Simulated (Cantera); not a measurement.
An isothermal, constant-pressure homogeneous reactor starts with H2 : O2 : N2 = 0.54 : 1 : 0.74 (molar parts), at 850 K and 1.00 bar. Integrator tolerance rtol = 1e-08.

Computed with Cantera and the H2/O2 subset of GRI-Mech 3.0, which has no nitrogen chemistry. Below about 950 K walls govern HO2 and H2O2 in real vessels. The temperature is held fixed by assumption; the heat of reaction is taken as removed at once.

### Question
What does this change do: temperature 850 to 925 K?

### Answer
| quantity | before | after |
|---|---|---|
| x(H2) at 7.00 s | 0.169 (gas-phase equilibrium <1e-12) | 0.000351 (gas-phase equilibrium 3.51e-12) |
| x(O2) at 7.00 s | 0.416 (gas-phase equilibrium 0.363) | 0.363 (gas-phase equilibrium 0.363) |
| x(H2O2) at 7.00 s | 0.00226 (gas-phase equilibrium 4.79e-11) | 9.40e-7 (gas-phase equilibrium 1.62e-10) |
| x(HO2) at 7.00 s | 2.79e-5 (gas-phase equilibrium 1.37e-10) | 1.68e-6 (gas-phase equilibrium 6.29e-10) |
| x(O) at 7.00 s | 5.86e-9 (gas-phase equilibrium <1e-12) | 1.32e-9 (gas-phase equilibrium 8.13e-12) |
